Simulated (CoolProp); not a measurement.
Vapour-liquid equilibrium of propane (1) + n-butane (2) at 0.318 MPa; x and y are mole fractions of (1).

Values from CoolProp's multi-fluid Helmholtz-energy mixture model, Lemmon 2009 and Bücker 2006; pair parameters Kunz 2012.

```json
[
 {"x": "0.05", "bubble temperature (K)": "…", "y at the bubble point": "0.145", "dew temperature at overall composition x (K)": "305.7", "liquid density (mol/L)": "9.821"},
 {"x": "0.15", "bubble temperature (K)": "295.9", "y at the bubble point": "0.375", "dew temperature at overall composition x (K)": "302.9", "liquid density (mol/L)": "10.11"},
 {"x": "0.25", "bubble temperature (K)": "289.6", "y at the bubble point": "0.543", "dew temperature at overall composition x (K)": "300.0", "liquid density (mol/L)": "10.38"},
 {"x": "0.35", "bubble temperature (K)": "284.0", "y at the bubble point": "0.667", "dew temperature at overall composition x (K)": "296.7", "liquid density (mol/L)": "10.65"},
 {"x": "0.45", "bubble temperature (K)": "279.2", "y at the bubble point": "0.760", "dew temperature at overall composition x (K)": "293.2", "liquid density (mol/L)": "10.92"},
 {"x": "0.55", "bubble temperature (K)": "274.9", "y at the bubble point": "0.830", "dew temperature at overall composition x (K)": "289.3", "liquid density (mol/L)": "11.18"},
 {"x": "0.65", "bubble temperature (K)": "271.2", "y at the bubble point": "0.884", "dew temperature at overall composition x (K)": "284.9", "liquid density (mol/L)": "11.44"},
 {"x": "0.75", "bubble temperature (K)": "…", "y at the bubble point": "0.927", "dew temperature at overall composition x (K)": "279.8", "liquid density (mol/L)": "11.70"},
 {"x": "0.85", "bubble temperature (K)": "264.7", "y at the bubble point": "0.961", "dew temperature at overall composition x (K)": "273.6", "liquid density (mol/L)": "11.96"},
 {"x": "0.95", "bubble temperature (K)": "262.0", "y at the bubble point": "0.988", "dew temperature at overall composition x (K)": "265.7", "liquid density (mol/L)": "…"}
]
```

Question: Fill in the missing entries.

Answer: 
- 0.05, bubble temperature (K): 303.1
- 0.75, bubble temperature (K): 267.8
- 0.95, liquid density (mol/L): 12.22

No azeotrope shows between x = 0.05 and 0.95.

The pair parameters rest on a limited set of measurements; away from them the model extrapolates.
